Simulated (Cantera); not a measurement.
## Diamond growth

A diamond (100) surface in a fixed gas of H2 with x(CH4) = 0.006, x(CH3) = 0.0011, at 1025 K, 0.0620 bar; coverages are run to steady state.

Detailed kinetics in Cantera: the Harris–Goodwin 1993 mechanism for the reconstructed diamond (100) surface.

| x(H) | growth (µm/h) | θ c6HH | θ c6H* | θ c6*H | θ c6** | θ c6HM |
|---|---|---|---|---|---|---|
| 0.0001 | 2.98 | 0.278 | 0.00788 | 0.151 | 0.000956 | 0.399 |
| 0.00025 | 6.86 | 0.293 | 0.00929 | 0.177 | 0.00213 | 0.368 |
| 0.00062 | 13.7 | 0.345 | 0.0116 | 0.222 | 0.00413 | 0.297 |
| 0.0015 | 22.5 | 0.418 | 0.0145 | 0.278 | 0.00663 | 0.201 |
| 0.0038 | 30.9 | 0.489 | 0.0174 | 0.331 | 0.00898 | 0.109 |
| 0.0096 | 36.1 | 0.535 | 0.0192 | 0.365 | 0.0105 | 0.0505 |
| 0.024 | 38.8 | 0.557 | 0.0203 | 0.381 | 0.0112 | 0.0216 |
| 0.059 | 40.0 | 0.567 | 0.0211 | 0.388 | 0.0116 | 0.00908 |
| 0.15 | 40.8 | 0.571 | 0.0224 | 0.390 | 0.0119 | 0.00364 |
θ: site fractions in the mechanism's names (c6HH fully hydrogenated, c6H* and c6*H radical sites, c6** diradical, c6HM methylated).
